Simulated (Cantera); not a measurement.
Feed: 1 mol Fe(CO)5, 1.2 mol H2, held at 1.33 mbar.

These are equilibrium values from Cantera (NASA tables, ideal gas, pure condensed phases), not measurements of a reactor. Candidate condensed phases: C, C6H6, C7H8, C8H18, Fe, Fe(CO)5, FeO, Fe(OH)2, Fe(OH)3, Fe2O3, Fe3O4, H2O; 114 gas species. Condensed phases not in the tables: cementite and carbon dissolved in iron. Rates play no part.

x: gas mole fraction; n: condensed amount in mol.

| T (°C) | x CO | x H2 | x CO2 | x H2O | x CH4 | x H | n C(graphite) | n Fe(α) | n Fe(γ) |
|---|---|---|---|---|---|---|---|---|---|
| 602 | 0.795 | 0.195 | 0.00907 | 0.000841 | 2.20e-5 | 6.06e-10 | 0.0607 | 1.00 | 0 |
| 652 | 0.803 | 0.194 | 0.00259 | 0.000309 | 1.14e-5 | 3.14e-9 | 0.0178 | 1.00 | 0 |
| 702 | 0.805 | 0.194 | 0.000831 | 0.000125 | 6.28e-6 | 1.38e-8 | 0.00588 | 1.00 | 0 |
| 752 | 0.806 | 0.194 | … | … | … | … | … | 1.00 | 0 |
| 802 | 0.806 | 0.194 | … | … | … | … | … | 1.00 | 0 |
| 852 | 0.806 | 0.194 | 5.07e-5 | 1.34e-5 | 1.44e-6 | 5.35e-7 | 0 | 1.00 | 0 |
| 902 | 0.806 | 0.194 | 2.35e-5 | 7.21e-6 | 9.56e-7 | 1.48e-6 | 0 | 1.00 | 0 |
| 952 | 0.806 | 0.194 | 1.16e-5 | 4.09e-6 | 6.56e-7 | 3.76e-6 | 0 | 0 | 1.000 |
| 1002 | 0.806 | 0.194 | 6.08e-6 | 2.43e-6 | 4.63e-7 | 8.88e-6 | 0 | 0 | 1.000 |
| 1052 | 0.806 | 0.194 | 3.35e-6 | 1.50e-6 | 3.35e-7 | 1.97e-5 | 0 | 0 | 1.000 |

Task: Some entries are withheld; supply them.

Result: 
- 802, x CO2: 0.000118
- 802, x H2O: 2.63e-5
- 802, x CH4: 2.25e-6
- 802, x H: 1.77e-7
- 802, n C(graphite): 0.000879
- 752, x CO2: 0.000298
- 752, x H2O: 5.52e-5
- 752, x CH4: 3.67e-6
- 752, x H: 5.25e-8
- 752, n C(graphite): 0.00217
